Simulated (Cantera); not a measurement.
Charge: 1 mol Si3N4, 0.023 mol CO2, 63 mol H2, equilibrated at 22.0 Pa.

Cantera equilibrium calculation (NASA polynomials, part measured and part estimated; ideal gas, pure solids and liquids). Candidate condensed phases: C, C6H6, C7H8, C8H18, H2O, Si, SiC, SiO2, Si2N2O, Si3N4; 151 gas species. Mutual solubility and eutectic melting of coexisting phases are not modelled. Gases not in the tables: Si2H6 and higher silanes. Kinetics and transport are ignored.

Which condensed phases are stable at each of these points (T (°C)): 952, 1002, 1052, 1102, 1152, 1202, 1252, 1302, 1352, 1402, 1452, 1502?


| T (°C) | condensed phases | Si condensed (%) |
|---|---|---|
| 952 | SiC(s) + Si2N2O(s) + Si3N4(s) | 100.0 |
| 1002 | Si(s) + SiC(s) + Si2N2O(s) + Si3N4(s) | 100.0 |
| 1052 | Si(s) + SiC(s) + Si2N2O(s) + Si3N4(s) | 99.9 |
| 1102 | Si(s) + SiC(s) + Si2N2O(s) + Si3N4(s) | 99.7 |
| 1152 | Si(s) + SiC(s) | 98.5 |
| 1202 | Si(s) + SiC(s) | 98.4 |
| 1252 | Si(s) + SiC(s) | 98.3 |
| 1302 | Si(s) + SiC(s) | 97.9 |
| 1352 | Si(s) + SiC(s) | 96.8 |
| 1402 | Si(s) + SiC(s) | 94.0 |
| 1452 | Si(l) + SiC(s) | 87.9 |
| 1502 | Si(l) + SiC(s) | 75.2 |

At 952 °C the condensed part is SiC(s) + Si2N2O(s) + Si3N4(s). From 1002 °C to 1102 °C the condensed part is Si(s) + SiC(s) + Si2N2O(s) + Si3N4(s). From 1152 °C to 1402 °C the condensed part is Si(s) + SiC(s). From 1452 °C to 1502 °C the condensed part is Si(l) + SiC(s).
